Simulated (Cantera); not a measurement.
Cantera run, input and output.

```python
import numpy as np
import cantera as ct

gas = ct.Solution("gri30.yaml")
gas.TPX = 1250, 1900000, {'CH4': 1, 'CO2': 1.9}
inlet = ct.Reservoir(gas, clone=True)

reactor = ct.IdealGasConstPressureReactor(gas, energy="off", clone=False)
exhaust = ct.Reservoir(gas, clone=True)
tau = [5, 1.3, 0.34, 0.091, 0.024, 0.0063, 0.0016, 0.00043][0]
for a, b in ((inlet, reactor), (reactor, exhaust)):
    ct.MassFlowController(a, b, mdot=lambda t: reactor.mass / tau)
net = ct.ReactorNet([reactor])
show = ['CH4', 'CO2', 'H2O', 'HCO', 'C2H6', 'OH']

rows = []
print(f"{'tau/s':>10s}{'T/K':>9s}" + "".join(f"{s:>11s}" for s in show))
for tau in [5, 1.3, 0.34, 0.091, 0.024, 0.0063, 0.0016, 0.00043]:
    net.initial_time = 0.0
    net.advance(30 * tau)
    before = gas.X
    net.advance(40 * tau)
    drift = np.max(np.abs(gas.X - before) / (gas.X + 1e-9))
    rows.append([gas.T, *gas[show].X, drift])
    print(f"{tau:10.3e}{gas.T:9.1f}" + "".join(f"{x:11.3e}" for x in gas[show].X))
```

It prints:

```
     tau/s      T/K        CH4        CO2        H2O        HCO       C2H6         OH
 5.000e+00   1250.0  3.263e-01  6.417e-01  6.888e-03  1.781e-12  2.774e-04  2.490e-11
 1.300e+00   1250.0  3.399e-01  6.530e-01  6.319e-04  8.656e-14  2.389e-04  4.388e-12
 3.400e-01   1250.0  3.436e-01  6.549e-01  4.358e-05  2.660e-14  1.916e-04  8.806e-13
 9.100e-02   1250.0  3.445e-01  6.551e-01  3.601e-06  1.586e-14  9.978e-05  2.508e-13
 2.400e-02   1250.0  3.448e-01  6.552e-01  5.115e-07  6.779e-15  3.332e-05  1.324e-13
 6.300e-03   1250.0  3.448e-01  6.552e-01  1.100e-07  2.096e-15  9.002e-06  1.080e-13
 1.600e-03   1250.0  3.448e-01  6.552e-01  2.633e-08  4.601e-16  2.010e-06  1.017e-13
 4.300e-04   1250.0  3.448e-01  6.552e-01  6.894e-09  5.816e-17  3.234e-07  9.905e-14
```

Detailed kinetics in Cantera: GRI-Mech 3.0 (53 species, 325 reactions). The pressure lies above the range GRI-Mech 3.0 was tuned for (to about 10 atm).
